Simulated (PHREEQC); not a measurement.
PHREEQC input (Pitzer model, pitzer.dat):

```
SOLUTION 1
  temp 40
  units mol/kgw
  pH 7 charge
  Cl 0.0039
  K 0.0039
  C(4) 0.49
  Na 0.98
END
USE solution 1
INCREMENTAL_REACTIONS false
REACTION 1
  H2O -1
  0 9.886 18.011 24.689 30.178 34.689 38.397 41.444
  43.949 moles
EQUILIBRIUM_PHASES 1
  Halite 0 0
  Kalicinite 0 0
  Nahcolite 0 0
  Natron 0 0
  Sylvite 0 0
  Trona 0 0
  CO2(g) -3.4 10
SELECTED_OUTPUT 1
  -reset false
  -pH true
  -pe true
  -ionic_strength true
  -water true
  -activities H2O
  -totals C Cl K Na
  -molalities H+ Na+ K+ Cl- CO3-2 OH- HCO3- CO2
  -equilibrium_phases Halite Kalicinite Nahcolite Natron Sylvite Trona
PRINT
  -reset false
END
```

Selected output (columns that matter, 9 of 9 rows; water left (kg) added in front):

```
water left (kg)	pH	mu	C	Cl	K	Na	m_H+	m_Na+	m_K+	m_Cl-	m_CO3-2	m_OH-	m_HCO3-	la_H2O
0.999066	10.076	1.4148	0.5504	0.0039036	0.0039036	0.98092	2.1206e-10	0.98092	0.0039036	0.0039036	0.42999	0.00052686	0.1204	-0.0089087
0.821049	10.095	1.7276	0.66379	0.00475	0.00475	1.1936	2.1466e-10	1.1936	0.00475	0.00475	0.52927	0.00054195	0.13451	-0.010641
0.674748	10.113	2.1087	0.8013	0.0057799	0.0057799	1.4524	2.1733e-10	1.4524	0.0057799	0.0057799	0.65055	0.00055123	0.15075	-0.01273
0.554506	10.13	2.5729	0.96827	0.0070333	0.0070333	1.7673	2.195e-10	1.7673	0.0070333	0.0070333	0.79852	0.00055367	0.16974	-0.015272
0.455675	10.146	3.1381	1.1712	0.0085587	0.0085587	2.1507	2.2048e-10	2.1507	0.0085587	0.0085587	0.97887	0.00054847	0.19236	-0.018409
0.374453	10.162	3.8259	1.4183	0.010415	0.010415	2.6171	2.1936e-10	2.6171	0.010415	0.010415	1.1984	0.00053514	0.21988	-0.022343
0.307688	10.177	4.6629	1.7194	0.012675	0.012675	3.185	2.1511e-10	3.185	0.012675	0.012675	1.4652	0.00051368	0.25422	-0.027382
0.252819	10.19	5.6805	2.087	0.015426	0.015426	3.8763	2.0664e-10	3.8763	0.015426	0.015426	1.7888	0.0004847	0.29825	-0.033983
0.207701	10.201	6.9178	2.5371	0.018777	0.018777	4.7183	1.9296e-10	4.7183	0.018777	0.018777	2.1807	0.00044943	0.35641	-0.042846
```

At this temperature some constants are extrapolated from 25 °C, and those without enthalpy data are left unchanged.
